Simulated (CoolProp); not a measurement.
Saturation properties of C3F8 (R218) (Tc = 71.9 °C, pc = 2.640 MPa, ω = 0.317).

Computed with CoolProp (reference Helmholtz-energy equation of state, Lemmon 2006). It is a short technical equation, of lower accuracy than the large ones.

```json
[
 {"T (°C)": "-109.45", "p (MPa)": "0.0006057", "liquid density (kg/m³)": "1874", "vapour density (kg/m³)": "0.08380", "enthalpy of vaporisation (kJ/kg)": "128.6"},
 {"T (°C)": "-101.95", "p (MPa)": "0.001312", "liquid density (kg/m³)": "1847", "vapour density (kg/m³)": "0.1738", "enthalpy of vaporisation (kJ/kg)": "126.3"},
 {"T (°C)": "-94.45", "p (MPa)": "0.002633", "liquid density (kg/m³)": "1821", "vapour density (kg/m³)": "0.3346", "enthalpy of vaporisation (kJ/kg)": "124.0"},
 {"T (°C)": "-87.05", "p (MPa)": "0.004903", "liquid density (kg/m³)": "1796", "vapour density (kg/m³)": "0.5998", "enthalpy of vaporisation (kJ/kg)": "121.7"},
 {"T (°C)": "-79.55", "p (MPa)": "0.008692", "liquid density (kg/m³)": "1769", "vapour density (kg/m³)": "1.026", "enthalpy of vaporisation (kJ/kg)": "119.4"},
 {"T (°C)": "-72.05", "p (MPa)": "0.01465", "liquid density (kg/m³)": "1743", "vapour density (kg/m³)": "1.671", "enthalpy of vaporisation (kJ/kg)": "117.0"},
 {"T (°C)": "-64.55", "p (MPa)": "0.02360", "liquid density (kg/m³)": "1716", "vapour density (kg/m³)": "2.610", "enthalpy of vaporisation (kJ/kg)": "114.6"},
 {"T (°C)": "-57.05", "p (MPa)": "0.03656", "liquid density (kg/m³)": "1688", "vapour density (kg/m³)": "3.931", "enthalpy of vaporisation (kJ/kg)": "112.2"},
 {"T (°C)": "-49.55", "p (MPa)": "0.05470", "liquid density (kg/m³)": "1660", "vapour density (kg/m³)": "5.734", "enthalpy of vaporisation (kJ/kg)": "109.7"},
 {"T (°C)": "-42.05", "p (MPa)": "0.07935", "liquid density (kg/m³)": "1632", "vapour density (kg/m³)": "8.132", "enthalpy of vaporisation (kJ/kg)": "107.0"},
 {"T (°C)": "-34.55", "p (MPa)": "0.1120", "liquid density (kg/m³)": "1603", "vapour density (kg/m³)": "11.26", "enthalpy of vaporisation (kJ/kg)": "104.3"},
 {"T (°C)": "-27.05", "p (MPa)": "0.1543", "liquid density (kg/m³)": "1573", "vapour density (kg/m³)": "15.25", "enthalpy of vaporisation (kJ/kg)": "101.5"},
 {"T (°C)": "-19.65", "p (MPa)": "0.2071", "liquid density (kg/m³)": "1542", "vapour density (kg/m³)": "20.21", "enthalpy of vaporisation (kJ/kg)": "98.52"},
 {"T (°C)": "-12.15", "p (MPa)": "0.2737", "liquid density (kg/m³)": "1510", "vapour density (kg/m³)": "26.47", "enthalpy of vaporisation (kJ/kg)": "95.36"}
]
```

It boils at -36.8 °C under 1 atm.
